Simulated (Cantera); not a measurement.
Input: 1 mol SiH₄, 0.85 mol HCl, 390 mol H₂, at 1450 °C and 2.40 Torr.

These are equilibrium values from Cantera (NASA tables, ideal gas, pure condensed phases), not measurements of a reactor. Candidate condensed phases: Si; 19 gas species. Gases not in the tables: Si₂H₆ and higher silanes. The numbers say what is thermodynamically allowed, not how fast it happens.

Base state: H₂ 0.994, H 0.00321, HCl 0.00212, Si 0.000307, SiH 2.49e-5, SiH₂ 1.69e-5, SiCl₂ 1.56e-5 (mole fractions); condensed: Si(l).

Task: What changes in the equilibrium state with this change: temperature from 1450 °C to 2102 °C?

Result: 
```json
[
 {"species": "H₂", "before": "0.994", "after": "0.776"},
 {"species": "H", "before": "0.00321", "after": "0.220"},
 {"species": "Si", "before": "0.000307", "after": "0.00222"},
 {"species": "SiCl₂", "before": "1.56e-5", "after": "2.16e-8"},
 {"species": "Cl", "before": "5.30e-6", "after": "0.000323"},
 {"species": "SiH₂", "before": "1.69e-5", "after": "1.98e-6"},
 {"species": "Si(l), mol", "before": "0.853", "after": "0"}
]
```
